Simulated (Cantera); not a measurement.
A Cantera script and its output.

```python
import numpy as np
import cantera as ct

gas = ct.Solution("h2o2.yaml")
gas.TPX = 475, 25000, {'H2': 1, 'O2': 0.455, 'N2': 2.09}
flame = ct.FreeFlame(gas, width=0.11)
flame.set_refine_criteria(ratio=3, slope=0.08, curve=0.16)
flame.transport_model = "mixture-averaged"
flame.solve(loglevel=0, auto=True)
z, T = flame.grid, flame.T
thick = (T[-1] - T[0]) / np.gradient(T, z).max()
show = ['H2', 'O2', 'HO2', 'H2O', 'O', 'H2O2']
print(f"laminar burning velocity  {flame.velocity[0] * 100:.3f} cm/s")
print(f"burnt temperature         {T[-1]:.1f} K")
print(f"thermal thickness         {thick * 1e3:.4f} mm")
print(f"grid points               {len(z)}")
z0 = z[flame.heat_release_rate.argmax()]
print(f"{'z/mm':>9s}{'T/K':>9s}{'u/(m/s)':>9s}" + "".join(f"{s:>11s}" for s in show))
rows = []
for k in (-3, -2, -1.5, -1, -0.5, -0.25, 0, 0.25, 0.5, 1, 2, 4, 8):
    zz = z0 + k * thick
    rows.append([k * thick, np.interp(zz, z, T), np.interp(zz, z, flame.velocity),
                 *(np.interp(zz, z, flame.X[gas.species_index(s)]) for s in show)])
    print(f"{rows[-1][0] * 1e3:9.3f}{rows[-1][1]:9.1f}{rows[-1][2]:9.3f}" + "".join(f"{x:11.3e}" for x in rows[-1][3:]))
```

Output:

```
laminar burning velocity  387.699 cm/s
burnt temperature         2316.6 K
thermal thickness         2.8389 mm
grid points               144
     z/mm      T/K  u/(m/s)         H2         O2        HO2        H2O          O       H2O2
   -8.517    475.0    3.877  2.821e-01  1.283e-01  7.075e-16  3.498e-16  3.867e-18 -2.850e-17
   -5.678    475.0    3.877  2.821e-01  1.283e-01  5.173e-13  1.545e-13  4.612e-15  4.643e-16
   -4.258    475.0    3.877  2.821e-01  1.283e-01  8.527e-11  1.889e-11  6.413e-13  8.751e-14
   -2.839    475.0    3.877  2.821e-01  1.284e-01  3.163e-08  6.174e-09  1.875e-10  4.612e-11
   -1.419    480.5    3.914  2.803e-01  1.285e-01  8.249e-05  2.029e-04  2.370e-06  1.752e-06
   -0.710    661.3    5.290  2.533e-01  1.241e-01  7.204e-05  1.469e-02  1.452e-04  9.075e-06
    0.000   1096.6    8.489  1.410e-01  8.397e-02  2.394e-05  1.024e-01  4.941e-03  1.023e-06
    0.710   1379.8   10.556  5.677e-02  3.074e-02  7.800e-06  1.978e-01  9.963e-03  1.154e-06
    1.419   1500.3   11.401  4.814e-02  2.205e-02  4.947e-06  2.140e-01  1.003e-02  8.846e-07
    2.839   1633.8   12.307  4.888e-02  1.877e-02  3.602e-06  2.219e-01  9.062e-03  5.331e-07
    5.678   1777.2   13.251  4.902e-02  1.565e-02  2.576e-06  2.311e-01  7.450e-03  2.806e-07
   11.356   1918.9   14.155  4.731e-02  1.237e-02  1.777e-06  2.419e-01  5.533e-03  1.486e-07
   22.711   2048.6   14.960  4.399e-02  9.144e-03  1.193e-06  2.536e-01  3.682e-03  8.576e-08
```

Computed with Cantera and the H2/O2 subset of GRI-Mech 3.0, which has no nitrogen chemistry. Burning velocities carry a grid error of a few per cent, more on coarse grids.
